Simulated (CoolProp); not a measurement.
Methane at 365.32 K and 0.319 MPa is throttled through a valve to 0.033 MPa with no heat exchange. Each further row changes one setting.

The numbers come from the reference Helmholtz-energy equation of state, Setzmann 1991 in CoolProp.

```json
[
 {"case": "as stated", "temperature change (K)": "-0.8", "final density (kg/m³)": "0.175"},
 {"case": "outlet pressure 0.0099 MPa", "temperature change (K)": "…", "final density (kg/m³)": "…"},
 {"case": "outlet pressure 0.0429 MPa", "temperature change (K)": "-0.8", "final density (kg/m³)": "…"}
]
```

**Question.** Some entries are withheld; supply them.

**Answer.** 
- outlet pressure 0.0099 MPa, temperature change (K): -0.9
- outlet pressure 0.0099 MPa, final density (kg/m³): 0.0524
- outlet pressure 0.0429 MPa, final density (kg/m³): 0.227
